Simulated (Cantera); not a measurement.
Input (Python, Cantera) and output of one run.

```python
import numpy as np
import cantera as ct

gas_names = """
    C CH CH2 CH3 CH2OH CH3O CH4 CH3OH CN CO CO2 COOH C2 C2H CHCO,ketyl C2H2,acetylene C2H2,vinylidene
    CH2CO,ketene C2H3,vinyl CH3CN CH3CO,acetyl C2H4 C2H4O,ethylen CH3CHO,ethanal CH3COOH (HCOOH)2 C2H5
    C2H6 CH3OCH3 C2H5OH CCN CNC C2N2 C2O C3 C3H3,propargyl C3H4,allene C3H4,propyne C3H4,cyclo-
    C3H5,allyl C3H6,propylene C3H6,cyclo- C3H6O C3H7,n-propyl C3H7,i-propyl C3H8 C3H8O,1propanol
    C3H8O,2propanol C3O2 C4 C4H2 C4H4,1,3-cyclo- C4H6,butadiene C4H6,2-butyne C4H6,cyclo- C4H8,1-butene
    C4H8,cis2-buten C4H8,tr2-butene C4H8,isobutene C4H8,cyclo- (CH3COOH)2 C4H9,n-butyl C4H9,i-butyl
    C4H9,s-butyl C4H9,t-butyl C4H10,isobutane C4H10,n-butane C4N2 C5 C5H6,1,3cyclo- C5H8,cyclo-
    C5H10,1-pentene C5H10,cyclo- C5H11,pentyl C5H11,t-pentyl C5H12,n-pentane C5H12,i-pentane
    CH3C(CH3)2CH3 C6H2 C6H5,phenyl C6H5O,phenoxy C6H6 C6H5OH,phenol C6H10,cyclo- C6H12,1-hexene
    C6H12,cyclo- C6H13,n-hexyl C7H7,benzyl C7H8 C7H8O,cresol C7H14,1-heptene C7H15,n-heptyl
    C7H16,n-heptane C8H8,styrene C8H10,ethylbenz C8H16,1-octene C8H17,n-octyl C8H18,isooctane
    C8H18,n-octane C9H19,n-nonyl C10H8,naphthale C10H21,n-decyl C12H9,o-bipheny C12H10,bipheny H HCN HCO
    HCCN HNC HNCO HNO HNO2 HNO3 HO2 H2 HCHO,formaldehy HCOOH H2O H2O2 N NCO NH NH2 NH3 NH2OH NO NO2 NO3
    N2 N2H2 N2H4 N2O O OH O2 O3 Si SiC SiC2 SiC4H12 SiH SiH2 SiH3 SiH4 SiN SiO SiO2 Si2 Si2C Si2N Si3
""".split()
cond_names = """
    C(gr) C6H6(L) C7H8(L) C8H18(L),n-octa H2O(s) H2O(L) Si(cr) Si(L) SiC(b) SiO2(Lqz) SiO2(hqz) SiO2(L)
    Si2N2O(s) Si3N4(a)
""".split()


def load(file, names, dense=False):
    # The tables refer to 1 bar. Condensed volumes are neglected.
    table = {s.name: s for s in ct.Species.list_from_file(file)}
    out = []
    for n in names:
        d = dict(table[n].input_data)
        d["thermo"] = dict(d["thermo"], **{"reference-pressure": 1e5})
        if dense:
            d["equation-of-state"] = {"model": "constant-volume", "density": "1e6 g/cm^3"}
        out.append(ct.Species.from_dict(d))
    return out


gas = ct.Solution(thermo="ideal-gas", species=load("nasa_gas.yaml", gas_names))
cond = {s.name: ct.Solution(thermo="fixed-stoichiometry", species=[s], name=s.name)
        for s in load("nasa_condensed.yaml", cond_names, dense=True)}
atoms = {
    'TEOS': {'Si': 1, 'C': 8, 'H': 20, 'O': 4},
    'NO': {'N': 1, 'O': 1},
    'H2': {'H': 2},
}
top_T = {'C(gr)': 4500, 'SiC(b)': 3050, 'Si2N2O(s)': 2100, 'Si3N4(a)': 2400}  # K; cautious upper limits of use, not melting points


def equilibrate(T, P, feed):
    n = {}
    for name, mol in feed.items():
        for a, k in atoms[name].items():
            n[a] = n.get(a, 0.0) + k * mol
    gas.TPX = T, P, n
    mass = sum(n.values()) * gas.mean_molecular_weight
    gas.equilibrate("TP")
    valid = [c for c in cond.values() if c.min_temp <= T <= top_T.get(c.name, c.max_temp)]
    mix = ct.Mixture([(gas, mass / gas.mean_molecular_weight)] + [(c, 0.0) for c in valid])
    mix.T, mix.P = T, P
    mix.equilibrate("TP", solver="vcs", rtol=1e-11, max_steps=5000)
    return mix


results = []
feed = {'TEOS': 1, 'NO': 3.7, 'H2': 0.47}  # mol
P = 82000  # Pa
for T in [1123, 1198, 1273, 1348, 1423, 1498, 1573, 1648, 1723, 1798, 1873, 1948]:
    mix = equilibrate(T, P, feed)
    results.append((T, P, feed, dict(zip(mix.species_names, mix.species_moles))))
    x = sorted(zip(gas.X, gas.species_names), reverse=True)
    print(f"T = {T:g} K  P = {P:g} Pa  gas = {mix.phase_moles(0):.4g} mol")
    print("   x: " + "  ".join(f"{s} {v:.3e}" for v, s in x if v > 1e-06))
    print("   condensed (mol): " + ("  ".join(f"{mix.phase(i).name} {mix.phase_moles(i):.4g}"
          for i in range(1, mix.n_phases) if mix.phase_moles(i) > 1e-12) or "none"))
```

Output:

```
T = 1123 K  P = 82000 Pa  gas = 17.64 mol
   x: H2 5.687e-01  CO 3.046e-01  N2 1.049e-01  H2O 9.375e-03  CH4 7.783e-03  CO2 4.595e-03  NH3 3.195e-05  HCN 7.310e-06
   condensed (mol): C(gr) 2.409  SiO2(hqz) 1
T = 1198 K  P = 82000 Pa  gas = 17.84 mol
   x: H2 5.741e-01  CO 3.124e-01  N2 1.037e-01  CH4 4.334e-03  H2O 3.904e-03  CO2 1.556e-03  NH3 2.216e-05  HCN 1.778e-05
   condensed (mol): C(gr) 2.32  SiO2(hqz) 1
T = 1273 K  P = 82000 Pa  gas = 17.93 mol
   x: H2 5.769e-01  CO 3.149e-01  N2 1.031e-01  CH4 2.564e-03  H2O 1.772e-03  CO2 5.845e-04  HCN 3.895e-05  NH3 1.598e-05
   condensed (mol): C(gr) 2.296  SiO2(hqz) 1
T = 1348 K  P = 82000 Pa  gas = 17.97 mol
   x: H2 5.785e-01  CO 3.158e-01  N2 1.029e-01  CH4 1.601e-03  H2O 8.739e-04  CO2 2.438e-04  HCN 7.811e-05  NH3 1.193e-05  H 1.943e-06
   condensed (mol): C(gr) 2.29  SiO2(hqz) 1
T = 1423 K  P = 82000 Pa  gas = 17.99 mol
   x: H2 5.793e-01  CO 3.161e-01  N2 1.028e-01  CH4 1.048e-03  H2O 4.636e-04  HCN 1.455e-04  CO2 1.116e-04  NH3 9.167e-06  H 5.583e-06  C2H2,acetylene 1.989e-06  HNC 1.887e-06
   condensed (mol): C(gr) 2.289  SiO2(hqz) 1
T = 1498 K  P = 82000 Pa  gas = 18 mol
   x: H2 5.798e-01  CO 3.163e-01  N2 1.026e-01  CH4 7.152e-04  H2O 2.620e-04  HCN 2.543e-04  CO2 5.541e-05  H 1.445e-05  NH3 7.226e-06  C2H2,acetylene 5.109e-06  SiO 4.366e-06  HNC 4.264e-06
   condensed (mol): C(gr) 2.288  SiO2(hqz) 0.9999
T = 1573 K  P = 82000 Pa  gas = 19.01 mol
   x: H2 5.495e-01  CO 3.785e-01  N2 7.087e-02  CH4 4.543e-04  HCN 3.408e-04  H2O 1.774e-04  SiO 4.362e-05  CO2 4.223e-05  H 3.328e-05  C2H2,acetylene 1.135e-05  HNC 7.209e-06  NH3 4.465e-06
   condensed (mol): C(gr) 0.7889  Si2N2O(s) 0.4996
T = 1648 K  P = 82000 Pa  gas = 19.02 mol
   x: H2 5.495e-01  CO 3.784e-01  N2 7.081e-02  HCN 5.386e-04  CH4 3.317e-04  SiO 1.832e-04  H2O 1.110e-04  H 7.290e-05  C2H2,acetylene 2.458e-05  CO2 2.386e-05  HNC 1.407e-05  NH3 3.668e-06
   condensed (mol): C(gr) 0.7865  Si2N2O(s) 0.4983
T = 1723 K  P = 82000 Pa  gas = 19.03 mol
   x: H2 5.491e-01  CO 3.780e-01  N2 7.086e-02  HCN 8.181e-04  SiO 6.758e-04  CH4 2.488e-04  H 1.492e-04  H2O 7.235e-05  C2H2,acetylene 4.970e-05  HNC 2.591e-05  CO2 1.418e-05  NH3 3.066e-06  CH3 1.374e-06
   condensed (mol): C(gr) 0.7853  Si2N2O(s) 0.4936
T = 1798 K  P = 82000 Pa  gas = 19.48 mol
   x: H2 5.361e-01  CO 3.793e-01  N2 8.055e-02  SiO 2.095e-03  HCN 1.263e-03  H 2.847e-04  CH4 1.825e-04  C2H2,acetylene 9.249e-05  H2O 4.802e-05  HNC 4.773e-05  CO2 8.912e-06  NH3 2.677e-06  CH3 1.961e-06
   condensed (mol): C(gr) 0.1538  SiC(b) 0.4233  Si2N2O(s) 0.268
T = 1873 K  P = 82000 Pa  gas = 19.75 mol
   x: H2 5.290e-01  CO 3.749e-01  N2 8.625e-02  SiO 8.011e-03  HCN 1.041e-03  H 5.184e-04  CH4 7.891e-05  H2O 5.808e-05  C2H2,acetylene 5.252e-05  HNC 4.625e-05  CO2 1.003e-05  NH3 2.337e-06  CH3 1.554e-06  SiH2 1.527e-06
   condensed (mol): SiC(b) 0.5702  Si2N2O(s) 0.1358
T = 1948 K  P = 82000 Pa  gas = 20.03 mol
   x: H2 5.216e-01  CO 3.663e-01  N2 9.181e-02  SiO 1.807e-02  HCN 1.068e-03  H 9.012e-04  H2O 5.563e-05  HNC 5.509e-05  C2H2,acetylene 4.689e-05  CH4 4.458e-05  CO2 8.898e-06  SiH2 4.504e-06  Si 3.122e-06  NH3 2.056e-06  SiH 1.569e-06  CH3 1.535e-06
   condensed (mol): SiC(b) 0.6379
```

Equilibrium computed with Cantera from the NASA thermochemical tables; the gas is ideal and each condensed phase is pure. The feed counts by its element totals alone. Mutual solubility and eutectic melting of coexisting phases are not modelled. The tables hold silica as quartz up to 1696 K and as liquid above; real silica turns to tridymite and cristobalite and melts near 1996 K.
